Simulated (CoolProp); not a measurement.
Properties of ethanol along the isotherm 346.85 °C.

Computed with CoolProp (reference Helmholtz-energy equation of state, Schroeder 2014).

| p (bar) | phase | Z | cp (kJ/(kg K)) | cv (kJ/(kg K)) | speed of sound (m/s) | viscosity (µPa s) | fugacity coefficient |
|---|---|---|---|---|---|---|---|
| 0.297 | gas | 0.9994 | 2.400 | 2.219 | 347.7 | 18.1 | 0.9994 |
| 0.677 | gas | 0.9987 | 2.403 | 2.221 | 347.5 | 18.1 | 0.9987 |
| 1.54 | gas | 0.9970 | 2.408 | 2.224 | 347.1 | 18.1 | 0.9970 |
| 3.5 | gas | 0.9932 | 2.421 | 2.231 | 346.1 | 18.1 | 0.9932 |
| 7.98 | gas | 0.9844 | 2.451 | 2.248 | 343.8 | 18.2 | 0.9846 |
| 18.2 | gas | 0.9641 | 2.524 | 2.289 | 338.5 | 18.4 | 0.9650 |
| 41.3 | gas | 0.9157 | 2.719 | 2.387 | 326.0 | 19.1 | 0.9213 |
| 94 | supercritical | 0.7853 | 3.431 | 2.650 | 291.9 | 22.7 | 0.8225 |

Viscosity comes from a separate model (Kiselev 2005).
